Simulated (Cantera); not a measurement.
Cantera run:

```python
import numpy as np
import cantera as ct

gas_names = """
    AL ALCL ALCL2 ALCL3 ALN AL2 AL2CL6 CL CL2 N N2
""".split()
cond_names = """
    AL(cr) AL(L) ALCL3(s) ALCL3(L) ALN(s)
""".split()


# ... load() reads the species with a 1 bar reference pressure and builds the phases ...
atoms = {
    'Al': {'AL': 1},
    'Cl2': {'CL': 2},
    'N2': {'N': 2},
}
top_T = {'ALN(s)': 2750}  # K; cautious upper limits of use, not melting points


# ... equilibrate(T, P, feed) seeds the gas with the atoms and calls Mixture.equilibrate('TP', solver="vcs", rtol=1e-11, max_steps=5000) ...
results = []
feed = {'Al': 1, 'Cl2': 5.5, 'N2': 8.9}  # mol
T = 700  # K
P = 16  # Pa
mix = equilibrate(T, P, feed)
results.append((T, P, feed, dict(zip(mix.species_names, mix.species_moles))))
x = sorted(zip(gas.X, gas.species_names), reverse=True)
print(f"T = {T:g} K  P = {P:g} Pa  gas = {mix.phase_moles(0):.4g} mol")
print("   x: " + "  ".join(f"{s} {v:.3e}" for v, s in x if v > 1e-06))
print("   condensed (mol): " + ("  ".join(f"{mix.phase(i).name} {mix.phase_moles(i):.4g}"
      for i in range(1, mix.n_phases) if mix.phase_moles(i) > 1e-12) or "none"))
```

Output:

```
T = 700 K  P = 16 Pa  gas = 13.9 mol
   x: N2 6.403e-01  CL2 2.878e-01  ALCL3 7.187e-02  AL2CL6 3.576e-05  CL 2.803e-05
   condensed (mol): none
```

Equilibrium computed with Cantera from the NASA thermochemical tables; the gas is ideal and each condensed phase is pure.
